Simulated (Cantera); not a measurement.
Cantera run:

```python
import numpy as np
import cantera as ct

gas_names = """
    Ba BaF BaF2 BaOH BaO2H2 F FO FO2 F2 F2O H HF HOF HO2 H2 H2F2 H2O H2O2 H3F3 H4F4 H5F5 H6F6 H7F7 O OH
    O2 O3
""".split()
cond_names = """
    Ba(cr) Ba(L) BaF2(a) BaF2(b,c) BaF2(L) BaO(s) BaO(L) BaO2H2(s) BaO2H2(L) H2O(s) H2O(L)
""".split()


# ... load() reads the species with a 1 bar reference pressure and builds the phases ...
atoms = {
    'BaF2': {'Ba': 1, 'F': 2},
    'H2': {'H': 2},
    'O2': {'O': 2},
}
top_T = {}  # K; cautious upper limits of use, not melting points


# ... equilibrate(T, P, feed) seeds the gas with the atoms and calls Mixture.equilibrate('TP', solver="vcs", rtol=1e-11, max_steps=5000) ...
results = []
feed = {'BaF2': 1, 'H2': 0.4, 'O2': 0.22}  # mol
P = 13332.2  # Pa
for T in [1525, 1575, 1625, 1675, 1725, 1775, 1825, 1875, 1925, 1975]:
    mix = equilibrate(T, P, feed)
    results.append((T, P, feed, dict(zip(mix.species_names, mix.species_moles))))

top = {s: max(r[3][s] / sum(r[3][g] for g in gas_names) for r in results) for s in gas_names}
cols = sorted((s for s in top if top[s] > 1e-06), key=lambda s: -top[s])[:9]
seen = [c for c in cond_names if any(r[3].get(c, 0) > 1e-12 for r in results)]
print("log10 of partial pressures in bar; condensed amounts in mol")
print(f"{'T/K':>10s}" + "".join(f"{s[:9]:>10s}" for s in cols + seen))
for T, P, feed, n in results:
    ng = sum(n[g] for g in gas_names)
    print(f"{T:10.4g}" + "".join(f"{np.log10(max(n[s] / ng * P / 1e5, 1e-99)):10.3f}" for s in cols)
          + "".join(f"{n.get(c, 0):10.4g}" for c in seen))
```

Output:

```
log10 of partial pressures in bar; condensed amounts in mol
       T/K       H2O      BaF2        HF        O2    BaO2H2        OH        H2         O       BaF BaF2(b,c)   BaF2(L)    BaO(s)
      1525    -0.899    -4.307    -3.230    -2.199    -3.791    -4.344    -5.380    -6.346    -8.363    0.9989         0 0.0004181
      1575    -0.901    -3.925    -3.053    -2.200    -3.622    -4.167    -5.109    -6.070    -7.802    0.9982         0 0.0006439
      1625    -0.903    -3.569    -2.889    -2.202    -3.466    -4.003    -4.855    -5.812    -7.277    0.9971         0 0.0009642
      1675    -0.906    -3.252    -2.742    -2.204    -3.320    -3.849    -4.616    -5.568    -6.793         0    0.9953  0.001358
      1725    -0.911    -2.962    -2.609    -2.207    -3.185    -3.705    -4.393    -5.340    -6.342         0    0.9926  0.001846
      1775    -0.918    -2.691    -2.486    -2.212    -3.061    -3.571    -4.183    -5.125    -5.917         0    0.9881  0.002476
      1825    -0.929    -2.436    -2.371    -2.220    -2.948    -3.447    -3.988    -4.924    -5.516         0    0.9809  0.003289
      1875    -0.945    -2.196    -2.266    -2.232    -2.847    -3.333    -3.806    -4.735    -5.136         0    0.9692  0.004347
      1925    -0.968    -1.970    -2.171    -2.250    -2.761    -3.232    -3.639    -4.559    -4.776         0    0.9502  0.005749
      1975    -1.004    -1.757    -2.087    -2.277    -2.692    -3.144    -3.488    -4.398    -4.432         0    0.9184  0.007673
```

Cantera equilibrium calculation (NASA polynomials, part measured and part estimated; ideal gas, pure solids and liquids). Mutual solubility and eutectic melting of coexisting phases are not modelled.
